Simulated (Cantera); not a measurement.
A closed system holds: 1 mol Fe2O3, 4.3 mol O2, 1.4 mol SO2, at 13.3 mbar.

Cantera equilibrium calculation (NASA polynomials, part measured and part estimated; ideal gas, pure solids and liquids). Candidate condensed phases: Fe, FeO, FeS, FeSO4, FeS2, Fe2O3, Fe2(SO4)3, Fe3O4, S; 12 gas species. Rates play no part.

x: gas mole fraction; n: condensed amount in mol.

```tsv
T (°C)	x O2	x SO2	x SO3	x O	x SO	n Fe2O3(s)	n Fe3O4(s)
577	0.735	0.109	0.156	?	<1e-12	1.00	0
652	0.744	0.174	0.0814	?	<1e-12	1.00	0
727	0.750	0.212	0.0383	?	4.07e-12	1.00	0
802	0.752	0.230	0.0183	?	5.56e-11	1.00	0
877	0.753	0.237	0.00933	?	5.22e-10	1.00	0
952	0.754	0.241	0.00510	?	3.67e-9	1.00	0
1027	0.754	0.243	0.00297	?	2.05e-8	1.00	0
1102	0.754	0.244	0.00184	?	9.46e-8	1.00	0
1177	0.754	0.245	0.00119	?	3.72e-7	1.00	0
1252	0.754	0.245	0.000810	?	1.28e-6	1.00	0
1327	0.761	0.238	0.000556	?	3.77e-6	0	0.667
```

Task: Some entries are withheld; supply them.

Result: 
- 577, x O: 5.51e-12
- 652, x O: 1.00e-10
- 727, x O: 1.18e-9
- 802, x O: 9.85e-9
- 877, x O: 6.25e-8
- 952, x O: 3.16e-7
- 1027, x O: 1.33e-6
- 1102, x O: 4.79e-6
- 1177, x O: 1.51e-5
- 1252, x O: 4.26e-5
- 1327, x O: 0.000110
